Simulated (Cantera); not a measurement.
An isothermal, constant-pressure homogeneous reactor starts with CH4 : H2O : H2 = 1 : 3.5 : 0.23 (molar parts), at 1300 K and 100000 Pa. Integrator tolerance rtol = 1e-08.

Computed with Cantera and GRI-Mech 3.0 (53 species, 325 reactions).

Task: What does this change do: pressure from 100000 Pa to 280000 Pa?

Result: 
```
quantity                                           before                                      after
----------------  ---------------------------------------  -----------------------------------------
x(CH4) at 300 s     0.115 (gas-phase equilibrium 3.22e-6)      0.138 (gas-phase equilibrium 2.52e-5)
x(H2O) at 300 s       0.589 (gas-phase equilibrium 0.332)        0.609 (gas-phase equilibrium 0.332)
x(H2) at 300 s        0.238 (gas-phase equilibrium 0.519)        0.206 (gas-phase equilibrium 0.519)
x(C2H6) at 300 s   7.20e-5 (gas-phase equilibrium <1e-12)  0.000124 (gas-phase equilibrium 1.67e-12)
x(OH) at 300 s    1.73e-8 (gas-phase equilibrium 6.70e-9)    1.16e-8 (gas-phase equilibrium 4.00e-9)
```
